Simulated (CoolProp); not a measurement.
Vapour-liquid equilibrium of propane (1) + n-pentane (2) at 0.0207 MPa; x and y are mole fractions of (1).

Model: multi-fluid Helmholtz-energy mixture model, Lemmon 2009 and Thol 2019; pair parameters Kunz 2012, in CoolProp.

| x | bubble temperature, mixture model (°C) | bubble temperature, Raoult's law (°C) | y, mixture model | y, Raoult's law |
|---|---|---|---|---|
| 0.05 | -24.1 | -20.1 | 0.667 | 0.588 |
| 0.2 | -48.4 | -43.6 | 0.939 | 0.917 |
| 0.35 | -57.5 | -54.3 | 0.974 | 0.969 |
| 0.5 | -62.7 | -60.8 | 0.986 | 0.986 |
| 0.65 | -66.4 | -65.5 | 0.992 | 0.993 |
| 0.8 | -69.4 | -69.1 | 0.996 | 0.997 |
| 0.95 | -71.9 | -71.9 | 0.999 | 0.999 |

The largest gap from Raoult's law is -4.8 K in bubble temperature, at x = 0.2. No azeotrope shows between x = 0.05 and 0.95.

The pair parameters rest on a limited set of measurements; away from them the model extrapolates.
